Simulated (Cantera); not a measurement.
Charge: 1 mol CF4, 0.05 mol F2, 0.2 mol H2, equilibrated at 0.00133 bar.

Cantera equilibrium calculation (NASA polynomials, part measured and part estimated; ideal gas, pure solids and liquids). Candidate condensed phases: C, C6H6, C7H8, C8H18; 95 gas species. Gases not in the tables: C2F6 and larger saturated fluorocarbons. Kinetics and transport are ignored.

log p: log10 of the partial pressure in bar; n: condensed amount in mol.

```json
[
 {"T (K)": "2023", "log p F": "-3.61", "log p CF4": "-3.27", "log p CF2": "-3.63", "log p HF": "-3.51", "log p CF": "-6.14", "log p C3": "-11.06", "n C(graphite)": "0"},
 {"T (K)": "2098", "log p F": "-3.36", "log p CF4": "-3.49", "log p CF2": "-3.51", "log p HF": "-3.59", "log p CF": "-5.79", "log p C3": "-10.45", "n C(graphite)": "0"},
 {"T (K)": "2173", "log p F": "-3.21", "log p CF4": "-3.89", "log p CF2": "-3.43", "log p HF": "-3.69", "log p CF": "-5.40", "log p C3": "-9.45", "n C(graphite)": "0"},
 {"T (K)": "2248", "log p F": "-3.15", "log p CF4": "-4.47", "log p CF2": "-3.40", "log p HF": "-3.74", "log p CF": "-5.01", "log p C3": "-8.20", "n C(graphite)": "___"},
 {"T (K)": "2323", "log p F": "-3.08", "log p CF4": "-5.12", "log p CF2": "-3.52", "log p HF": "-3.79", "log p CF": "-4.82", "log p C3": "-7.59", "n C(graphite)": "___"},
 {"T (K)": "2398", "log p F": "-3.03", "log p CF4": "-5.81", "log p CF2": "-3.67", "log p HF": "-3.82", "log p CF": "-4.65", "log p C3": "-7.02", "n C(graphite)": "___"},
 {"T (K)": "2473", "log p F": "-2.99", "log p CF4": "-6.52", "log p CF2": "-3.85", "log p HF": "-3.84", "log p CF": "-4.52", "log p C3": "-6.49", "n C(graphite)": "___"},
 {"T (K)": "2548", "log p F": "-2.97", "log p CF4": "-7.24", "log p CF2": "-4.04", "log p HF": "-3.86", "log p CF": "-4.40", "log p C3": "-5.99", "n C(graphite)": "0.609"},
 {"T (K)": "2623", "log p F": "-2.96", "log p CF4": "-7.94", "log p CF2": "-4.23", "log p HF": "-3.87", "log p CF": "-4.29", "log p C3": "-5.51", "n C(graphite)": "0.644"},
 {"T (K)": "2698", "log p F": "-2.96", "log p CF4": "-8.64", "log p CF2": "-4.43", "log p HF": "-3.88", "log p CF": "-4.20", "log p C3": "-5.07", "n C(graphite)": "0.609"},
 {"T (K)": "2773", "log p F": "-2.97", "log p CF4": "-9.32", "log p CF2": "-4.63", "log p HF": "-3.90", "log p CF": "-4.13", "log p C3": "-4.65", "n C(graphite)": "___"}
]
```

Q: Fill in the missing entries.

A: 
- 2248, n C(graphite): 0.00396
- 2323, n C(graphite): 0.188
- 2398, n C(graphite): 0.371
- 2473, n C(graphite): 0.516
- 2773, n C(graphite): 0.455
